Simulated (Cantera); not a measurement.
An isothermal, constant-pressure homogeneous reactor starts with CH4 : N2 = 1 : 5.2 (molar parts), at 1550 K and 1.50 Torr. Integrator tolerance rtol = 1e-08.

Computed with Cantera and GRI-Mech 3.0 (53 species, 325 reactions). GRI-Mech 3.0 stops at C3 and has no aromatics, soot or wall deposition, so with more carbon than oxygen in the feed, carbon stays in small species such as C2H2 where larger ones or solid carbon would form. Radical loss at walls, strong at low pressure, is not modelled.

**Question.** What does this change do: N2 5.2 to 1.2 parts?

**Answer.** 
```json
[
 {"quantity": "x(CH4) at 20.0 s", "before": "0.0266 (gas-phase equilibrium 1.69e-5)", "after": "0.0414 (gas-phase equilibrium 0.000106)"},
 {"quantity": "x(CH2) at 20.0 s", "before": "1.64e-7 (gas-phase equilibrium 7.32e-10)", "after": "1.77e-7 (gas-phase equilibrium 2.03e-9)"},
 {"quantity": "x(HCN) at 20.0 s", "before": "3.83e-7 (gas-phase equilibrium 0.0758)", "after": "2.17e-7 (gas-phase equilibrium 0.0968)"},
 {"quantity": "x(C2H2) at 20.0 s", "before": "0.0576 (gas-phase equilibrium 0.0315)", "after": "0.142 (gas-phase equilibrium 0.108)"},
 {"quantity": "x(H2) at 20.0 s", "before": "0.173 (gas-phase equilibrium 0.208)", "after": "0.425 (gas-phase equilibrium 0.468)"},
 {"quantity": "x(C2H6) at 20.0 s", "before": "2.08e-6 (gas-phase equilibrium 5.67e-12)", "after": "3.40e-6 (gas-phase equilibrium 9.80e-11)"},
 {"quantity": "x(CH3) at 20.0 s", "before": "0.000330 (gas-phase equilibrium 5.34e-7)", "after": "0.000436 (gas-phase equilibrium 2.22e-6)"}
]
```
